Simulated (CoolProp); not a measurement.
The numbers come from the reference Helmholtz-energy equation of state, Lemmon 2013 in CoolProp.

Task: Give the vapour pressure (kPa), liquid cp (kJ/(kg K)), vapour Z, surface tension (mN/m) of saturated propylene at 17.15, 24.25, 41.95 °C.

Result: 
```
T (°C)  p (kPa)  liquid cp (kJ/(kg K))  vapour Z  surface tension (mN/m)
------  -------  ---------------------  --------  ----------------------
17.15       944                   2.59     0.830                    7.95
24.25      1130                   2.66     0.806                    7.05
41.95      1720                   2.92     0.739                    4.89
```

Surface tension comes from a separate correlation (Mulero 2012).
